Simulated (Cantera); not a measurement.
A closed system holds: 1 mol Al(CH3)3, 21 mol O2, 530 mol H2, equilibrated at 1477 °C and 1.30 mbar.

These are equilibrium values from Cantera (NASA tables, ideal gas, pure condensed phases), not measurements of a reactor. Candidate condensed phases: Al, Al2O3, C, C6H6, C7H8, C8H18, H2O; 121 gas species. The feed counts by its element totals alone. Equilibrium is a limit: real reactors are often held back by kinetics, nucleation or transport.

Base state: H2 0.919, H2O 0.0694, H 0.00618, CO 0.00545, CO2 0.000114, OH 2.74e-5 (mole fractions); condensed: Al2O3(s).

Question: What changes in the equilibrium state with this change: temperature from 1477 °C to 1877 °C?

Answer: 
```json
[
 {"species": "H2", "before": "0.919", "after": "0.823"},
 {"species": "H", "before": "0.00618", "after": "0.106"},
 {"species": "H2O", "before": "0.0694", "after": "0.0648"},
 {"species": "AlOH", "before": "7.62e-8", "after": "4.28e-5"},
 {"species": "Al", "before": "1.98e-9", "after": "3.37e-5"},
 {"species": "AlO", "before": "<1e-9", "after": "1.15e-5"},
 {"species": "Al2O3(s), mol", "before": "0.500", "after": "0.470"}
]
```
The tables' values for AlOH are old estimates; treat these amounts as uncertain.

Question: What changes in the equilibrium state with this change: H2 from 530 to 3.3 mol?

Answer: 
```tsv
species	before	after
O2	4.89e-9	0.549
H2O	0.0694	0.319
CO2	0.000114	0.123
H2	0.919	0.000398
O	1.45e-7	0.00154
OH	2.74e-5	0.00604
H	0.00618	0.000129
CO	0.00545	0.000557
Al2O3(s), mol	0.500	0.500
```

Question: What changes in the equilibrium state with this change: temperature from 1477 °C to 727 °C?

Answer: 
| species | before | after |
|---|---|---|
| H2 | 0.919 | 0.925 |
| H2O | 0.0694 | 0.0692 |
| CO | 0.00545 | 0.00504 |
| H | 0.00618 | 6.05e-8 |
| CO2 | 0.000114 | 0.000541 |
| OH | 2.74e-5 | <1e-9 |
| Al2O3(s), mol | 0.500 | 0.500 |
